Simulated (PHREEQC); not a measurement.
Make-up at 10 °C and 500 atm: 140 mmol/kgw HF, 140 mmol/kgw NH4F and 1 mmol/kgw H2SO4. Closed to the air; pH follows from the charge balance.

All values are PHREEQC results (ion-association model, phreeqc.dat), not measurements.

```
Quantity                  Result
-----------------  -------------
pH                          2.80
ionic strength     0.142 mol/kgw
activity of water          0.993
density              1.026 g/cm³
total alkalinity     -142 meq/kg
```

| species | molality | activity | log γ |
|---|---|---|---|
| NH4+ | 0.140 | 0.101 | -0.140 |
| HF | 0.108 | 0.112 | 0.014 |
| F- | 0.108 | 0.0804 | -0.128 |
| HF2- | 0.0319 | 0.0246 | -0.113 |
| H+ | 0.00194 | 0.00158 | -0.087 |
| SO4-2 | 0.000640 | 0.000222 | -0.460 |
| NH4SO4- | 0.000342 | 0.000264 | -0.113 |
| HSO4- | 1.77e-5 | 1.37e-5 | -0.113 |
| NH3 | 1.01e-8 | 1.05e-8 | 0.014 |

This is a speciation only: nothing precipitates in the calculation. Under pressure, the constants of complexes without a molar volume in the database are unreliable. Away from 25 °C the constants follow the database's enthalpies or fits; those with neither stay at their 25 °C values.
